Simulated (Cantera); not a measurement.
## Gas activation for diamond growth

An isothermal, constant-pressure homogeneous reactor starts with CH₄ : H₂ : CO₂ = 0.033 : 1 : 0.0089 (molar parts), at 1475 K and 20000 Pa.

Detailed kinetics in Cantera: GRI-Mech 3.0 (53 species, 325 reactions). GRI-Mech 3.0 stops at C3 and has no aromatics, soot or wall deposition, so with more carbon than oxygen in the feed, carbon stays in small species such as C2H2 where larger ones or solid carbon would form.

```json
[
 {"t (s)": "3.00e-5", "x CH₄": "0.0317", "x H₂": "0.960", "x CO₂": "0.00854", "x CH₂O": "<1e-12", "x C₂H": "<1e-12", "x HCO": "<1e-12"},
 {"t (s)": "0.000135", "x CH₄": "0.0317", "x H₂": "0.960", "x CO₂": "0.00854", "x CH₂O": "<1e-12", "x C₂H": "<1e-12", "x HCO": "<1e-12"},
 {"t (s)": "0.000605", "x CH₄": "0.0317", "x H₂": "0.960", "x CO₂": "0.00854", "x CH₂O": "1.21e-12", "x C₂H": "<1e-12", "x HCO": "<1e-12"},
 {"t (s)": "0.00272", "x CH₄": "0.0317", "x H₂": "0.960", "x CO₂": "0.00854", "x CH₂O": "9.29e-11", "x C₂H": "<1e-12", "x HCO": "<1e-12"},
 {"t (s)": "0.0122", "x CH₄": "0.0317", "x H₂": "0.960", "x CO₂": "0.00849", "x CH₂O": "1.31e-9", "x C₂H": "<1e-12", "x HCO": "1.28e-12"},
 {"t (s)": "0.0548", "x CH₄": "0.0316", "x H₂": "0.959", "x CO₂": "0.00814", "x CH₂O": "1.67e-9", "x C₂H": "<1e-12", "x HCO": "5.02e-12"},
 {"t (s)": "0.246", "x CH₄": "0.0314", "x H₂": "0.958", "x CO₂": "0.00672", "x CH₂O": "1.59e-9", "x C₂H": "4.22e-12", "x HCO": "1.81e-11"},
 {"t (s)": "1.10", "x CH₄": "0.0305", "x H₂": "0.955", "x CO₂": "0.00284", "x CH₂O": "1.40e-9", "x C₂H": "2.19e-11", "x HCO": "5.39e-11"},
 {"t (s)": "4.96", "x CH₄": "0.0272", "x H₂": "0.954", "x CO₂": "8.55e-5", "x CH₂O": "1.22e-9", "x C₂H": "8.94e-11", "x HCO": "8.05e-11"},
 {"t (s)": "22.3", "x CH₄": "0.0201", "x H₂": "0.957", "x CO₂": "2.98e-5", "x CH₂O": "1.10e-9", "x C₂H": "2.43e-10", "x HCO": "8.48e-11"},
 {"t (s)": "100", "x CH₄": "0.0170", "x H₂": "0.959", "x CO₂": "2.94e-5", "x CH₂O": "1.07e-9", "x C₂H": "3.07e-10", "x HCO": "9.12e-11"}
]
```
x: mole fraction; the columns are a selection and need not sum to one.

Equilibrium at this temperature and pressure: CH₄ 0.0136, H₂ 0.965, CO₂ 1.79e-9, CH₂O 1.42e-9, C₂H 1.99e-10, HCO 1.70e-10 (gas phase only).
